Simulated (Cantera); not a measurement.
Cantera run:

```python
import numpy as np
import cantera as ct

gas_names = """
    H P2 H2O2 NH3 N2 PH3 N2O
""".split()
cond_names = """
    P4O10(s)
""".split()


# ... load() reads the species with a 1 bar reference pressure and builds the phases ...
species = {s.name: s for s in load("nasa_gas.yaml", gas_names) + load("nasa_condensed.yaml", cond_names)}
# Each term lists the table entries of one substance; the one whose range holds T is used.
reactions = {
    '10 H(g) + P4O10 = 2 P2(g) + 5 H2O2(g)':
        [(-10, ['H']), (-1, ['P4O10(s)']), (2, ['P2']), (5, ['H2O2'])],
    '4 NH3(g) + 8 N2(g) + P4O10 = 4 PH3(g) + 10 N2O(g)':
        [(-4, ['NH3']), (-8, ['N2']), (-1, ['P4O10(s)']), (4, ['PH3']), (10, ['N2O'])],
}


def pick(names, T):
    return next(species[n] for n in names if species[n].thermo.min_temp <= T <= species[n].thermo.max_temp)


results = []
for label, terms in reactions.items():
    print(label)
    print("     T/K   dH/kJ  dS/(J/K)   dG/kJ   log10 K")
    for T in [300, 523, 548, 573, 598, 623, 648, 673]:
        used = [(nu, pick(names, T)) for nu, names in terms]
        dH = sum(nu * s.thermo.h(T) for nu, s in used) / 1e6
        dS = sum(nu * s.thermo.s(T) for nu, s in used) / 1e3
        dG = dH - T * dS / 1e3
        logK = -dG * 1e6 / (ct.gas_constant * T * np.log(10))
        results.append((label, T, dH, dS, dG, logK, [s.name for _, s in used]))
        print(f"{T:8g} {dH:8.1f} {dS:8.1f} {dG:8.1f} {logK:8.2f}")
```

It prints:

```
10 H(g) + P4O10 = 2 P2(g) + 5 H2O2(g)
     T/K   dH/kJ  dS/(J/K)   dG/kJ   log10 K
     300    435.5    232.0    365.9   -63.71
     523    397.6    138.7    325.0   -32.46
     548    392.7    129.7    321.7   -30.66
     573    387.8    120.8    318.5   -29.04
     598    382.7    112.1    315.6   -27.57
     623    377.5    103.7    312.9   -26.24
     648    372.2     95.3    310.5   -25.02
     673    366.8     87.2    308.2   -23.92
4 NH3(g) + 8 N2(g) + P4O10 = 4 PH3(g) + 10 N2O(g)
     T/K   dH/kJ  dS/(J/K)   dG/kJ   log10 K
     300   4031.4    508.2   3878.9  -675.36
     523   4019.0    477.5   3769.2  -376.44
     548   4017.4    474.6   3757.3  -358.13
     573   4015.7    471.7   3745.5  -341.43
     598   4014.0    468.8   3733.7  -326.13
     623   4012.3    465.9   3722.0  -312.06
     648   4010.4    463.0   3710.4  -299.09
     673   4008.5    460.1   3698.9  -287.08
```

Source: NASA polynomial tables (part measured, part estimated), evaluated in Cantera. Condensed species are held in their standard states even where they would react or evaporate.
